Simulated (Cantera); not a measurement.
A diamond (100) surface in a fixed gas of H2 with x(CH4) = 0.0033, x(CH3) = 0.00037, at 1325 K, 19000 Pa; coverages are run to steady state.

Detailed kinetics in Cantera: the Harris–Goodwin 1993 mechanism for the reconstructed diamond (100) surface.

θ: site fractions in the mechanism's names (c6HH fully hydrogenated, c6H* and c6*H radical sites, c6** diradical, c6HM methylated).

```
x(H)     growth (µm/h)  θ c6HH  θ c6H*  θ c6*H   θ c6**   θ c6HM
-------  -------------  ------  ------  ------  -------  -------
0.0001           0.556   0.673  0.0284   0.291  0.00359        ?
0.00024           2.11   0.544  0.0391   0.401  0.00991        ?
0.00056           5.33   0.456  0.0459   0.471   0.0202        ?
0.0013            10.3   0.406  0.0494   0.506   0.0320  0.00172
0.0032            18.1   0.380  0.0510   0.522   0.0420  0.00184
0.0075            29.5   0.369  0.0518   0.528   0.0476  0.00172
0.018             47.2   0.364  0.0525   0.530   0.0506        ?
0.042             67.7   0.362  0.0535   0.531   0.0523        ?
0.099             86.0   0.361  0.0558   0.529   0.0536        ?
```

Question: What belongs in the gaps?

Answer: 
- 0.0001, θ c6HM: 0.000748
- 0.00024, θ c6HM: 0.00111
- 0.00056, θ c6HM: 0.00145
- 0.018, θ c6HM: 0.00138
- 0.042, θ c6HM: 0.000929
- 0.099, θ c6HM: 0.000524
